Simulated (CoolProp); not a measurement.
The numbers come from the reference Helmholtz-energy equation of state, Guder 2009 in CoolProp.

### Question
Give the vapour pressure (MPa), enthalpy of vaporisation (kJ/kg), liquid cp (kJ/(kg K)), vapour viscosity (µPa s) of saturated sulfur hexafluoride at -31.45, -28.15, -21.55 °C.

### Answer
| T (°C) | p (MPa) | enthalpy of vaporisation (kJ/kg) | liquid cp (kJ/(kg K)) | vapour viscosity (µPa s) |
|---|---|---|---|---|
| -31.45 | 0.468 | 102 | 0.896 | 12.9 |
| -28.15 | 0.525 | 101 | 0.908 | 13.1 |
| -21.55 | 0.656 | 97.4 | 0.933 | 13.5 |

Viscosity comes from a separate model (Quiñones-Cisneros 2012).
